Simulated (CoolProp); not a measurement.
The numbers come from the reference Helmholtz-energy equation of state, Lemmon 2006 in CoolProp. It is a short technical equation, of lower accuracy than the large ones.

**Question.** Give the vapour pressure (bar), liquid density (kg/m³), vapour density (kg/m³) of saturated CH3F (R41) at 240 K.

**Answer.** 
```
T (K)  p (bar)  liquid density (kg/m³)  vapour density (kg/m³)
-----  -------  ----------------------  ----------------------
240       7.36                     777                    14.7
```
